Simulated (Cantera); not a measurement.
**Counterflow diffusion flame**

A counterflow diffusion flame at 0.330 bar, nozzles 20 mm apart: fuel side H₂ : N₂ = 1 : 0.22 (molar parts) at 575 K, oxidiser side O₂ : N₂ = 0.28 : 0.72 (molar parts) at 523 K, fuel mass flux 0.46 times the oxidiser's; mixture-averaged transport, no radiation.

Computed with Cantera and the H2/O2 subset of GRI-Mech 3.0, which has no nitrogen chemistry. The maximum strain rate includes the flame's own expansion and is several times the mean.

```
oxidiser flux (kg/m²/s)  max strain (1/s)  mean strain (1/s)  T max (K)  peak x OH  peak x H  peak x H₂O  peak x HO₂
-----------------------  ----------------  -----------------  ---------  ---------  --------  ----------  ----------
0.2                                   501                145       2275     0.0304    0.0413       0.304     6.82e-5
0.27                                  648                195       2216     0.0296    0.0449       0.301     7.69e-5
0.37                                  856                268       2145     0.0283    0.0486       0.299     8.54e-5
0.51                                 1140                369       2076     0.0270    0.0528       0.296     9.43e-5
0.7                                  1510                506       2006     0.0254    0.0569       0.293    0.000103
0.95                                 2010                687       1942     0.0241    0.0611       0.290    0.000113
1.3                                  2700                940       1871     0.0223    0.0652       0.287    0.000121
1.8                                  3680               1300       1798     0.0204    0.0694       0.283    0.000131
2.5                                  5050               1810       1724     0.0183    0.0728       0.279    0.000140
3.4                                  6830               2460       1656     0.0164    0.0757       0.273    0.000152
```
x: mole fraction; the columns are a selection and need not sum to one.
